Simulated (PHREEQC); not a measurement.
Solution (25 °C): 0.015 mol/kgw HF, 0.0011 mol/kgw (NH4)2SiF6, 7.8e-05 mol/kgw H3AsO4 and 0.0027 mol/kgw KHF2. Closed to the air; pH follows from the charge balance.

Computed with PHREEQC (ion-association model, wateq4f.dat).

No solid was allowed to form.

Task: Predict the pH, ionic strength.

Result: pH 2.66; ionic strength 0.00837 mol/kgw.

Task: In which forms is F present?

Result: HF 52 %, SiF6-2 24 %, F- 18 %, H2F2 3.8 %, HF2- 1.9 % of the F.

SiF6-2 is the database's only silicon fluoride.
